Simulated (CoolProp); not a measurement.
C2F6 (R116) along the isotherm 125.05 °C: fugacity coefficient from the reference equation and from simpler models built on Tc = 19.9 °C, pc = 3.048 MPa, ω = 0.257; each cubic takes its own stable root.

Model: reference Helmholtz-energy equation of state, Lemmon 2006, in CoolProp. It is a short technical equation, of lower accuracy than the large ones.

```
p (MPa)          phase  reference  van der Waals  Redlich-Kwong  Peng-Robinson
-------  -------------  ---------  -------------  -------------  -------------
0.305              gas     0.9891         0.9864         0.9866         0.9869
0.61               gas     0.9784         0.9729         0.9734         0.9740
0.914              gas     0.9679         0.9595         0.9603              …
1.22               gas     0.9574         0.9460         0.9474         0.9490
1.52               gas     0.9473         0.9330              …         0.9370
1.83               gas     0.9369         0.9196         0.9221         0.9250
2.13               gas          …         0.9067         0.9099         0.9135
2.44               gas     0.9170              …         0.8975         0.9020
2.74               gas     0.9074         0.8808         0.8857         0.8910
3.05     supercritical     0.8977         0.8678              …         0.8799
3.35     supercritical     0.8883         0.8553         0.8623         0.8695
3.66     supercritical     0.8789         0.8425         0.8506         0.8590
3.96     supercritical     0.8699         0.8302              …         0.8490
4.27     supercritical     0.8607         0.8176         0.8284         0.8390
4.57     supercritical     0.8520         0.8056         0.8177         0.8295
```

Fill in the missing entries.


- 0.914, Peng-Robinson: 0.9614
- 1.52, Redlich-Kwong: 0.9349
- 2.13, reference: 0.9271
- 2.44, van der Waals: 0.8935
- 3.05, Redlich-Kwong: 0.8737
- 3.96, Redlich-Kwong: 0.8396
